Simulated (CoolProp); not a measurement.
Vapour-liquid equilibrium of n-butane (1) + acetone (2) at 1.05 bar; x and y are mole fractions of (1).

The numbers come from the multi-fluid Helmholtz-energy mixture model, Bücker 2006 and Lemmon 2006; pair parameters Bell 2016 in CoolProp.

```csv
x,"bubble temperature, mixture model (K)","bubble temperature, Raoult's law (K)","y, mixture model","y, Raoult's law"
0.05,?,323.8,?,0.240
0.2,283.6,308.8,0.866,0.637
0.35,277.8,298.1,?,0.810
0.5,276.6,290.2,0.914,0.897
0.65,276.2,284.0,0.917,0.946
0.8,275.4,279.0,0.929,0.976
0.95,?,274.8,0.970,0.995
```

Q: Fill in the missing entries.

A: 
- 0.05, bubble temperature, mixture model (K): 309.3
- 0.05, y, mixture model: 0.548
- 0.35, y, mixture model: 0.905
- 0.95, bubble temperature, mixture model (K): 274.0

The largest gap from Raoult's law is -25.2 K in bubble temperature, at x = 0.2. No azeotrope shows between x = 0.05 and 0.95.

Pair parameters are fitted to limited data, so mixtures are less certain than the pure fluids. With so large a gap from Raoult's law the liquid may split in two, which this calculation doesn't test in full.
